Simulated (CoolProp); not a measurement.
Vapour-liquid equilibrium of R113 (1) + benzene (2) at 349.8 K; x and y are mole fractions of (1).

Model: multi-fluid Helmholtz-energy mixture model, Marx 1992 and Thol 2012; pair parameters Bell 2016, in CoolProp.

| x | bubble pressure, mixture model (kPa) | bubble pressure, Raoult's law (kPa) | y, mixture model | y, Raoult's law |
|---|---|---|---|---|
| 0.05 | 106.9 | 98.65 | 0.184 | 0.123 |
| 0.125 | 126.5 | 110.0 | 0.354 | 0.275 |
| 0.2 | 142.5 | 121.3 | 0.464 | 0.399 |
| 0.275 | 155.9 | 132.6 | 0.544 | 0.502 |
| 0.35 | [?] | 144.0 | 0.607 | 0.589 |
| 0.425 | 178.1 | 155.3 | 0.660 | 0.663 |
| 0.5 | [?] | 166.6 | 0.708 | 0.727 |
| 0.575 | 196.7 | 178.0 | 0.753 | 0.782 |
| 0.65 | [?] | 189.3 | 0.795 | 0.832 |
| 0.725 | 213.5 | 200.6 | 0.838 | 0.875 |
| 0.8 | 221.6 | 212.0 | 0.881 | 0.914 |
| 0.875 | 229.5 | 223.3 | [?] | 0.949 |
| 0.95 | 237.1 | 234.6 | [?] | 0.981 |

Task: What belongs in the gaps?

Result: 
- 0.35, bubble pressure, mixture model (kPa): 167.6
- 0.5, bubble pressure, mixture model (kPa): 187.7
- 0.65, bubble pressure, mixture model (kPa): 205.3
- 0.875, y, mixture model: 0.924
- 0.95, y, mixture model: 0.969

The largest gap from Raoult's law is +17.6 % in bubble pressure, at x = 0.275. No azeotrope shows between x = 0.05 and 0.95.

Pair parameters are fitted to limited data, so mixtures are less certain than the pure fluids.
